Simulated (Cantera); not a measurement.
An isothermal, constant-pressure homogeneous reactor starts with 62.5 % NO, 37.5 % N2, at 1525 K and 0.132 atm.

Cantera simulation using GRI-Mech 3.0 (53 species, 325 reactions); the numbers are that mechanism's predictions, not measurements.

**Question.** Predict: x(NO) at 200 s; x(O) at 200 s; x(NO2) at 200 s; x(O2) at 200 s; x(N2) at 200 s; x(N2O) at 200 s.

**Answer.** 
```
Property                                            Value
---------------  ----------------------------------------
x(NO) at 200 s      0.435 (gas-phase equilibrium 0.00158)
x(O) at 200 s     4.95e-6 (gas-phase equilibrium 8.71e-6)
x(NO2) at 200 s  0.000525 (gas-phase equilibrium 3.48e-6)
x(O2) at 200 s       0.0943 (gas-phase equilibrium 0.312)
x(N2) at 200 s        0.470 (gas-phase equilibrium 0.687)
x(N2O) at 200 s   5.96e-5 (gas-phase equilibrium 3.27e-8)
```
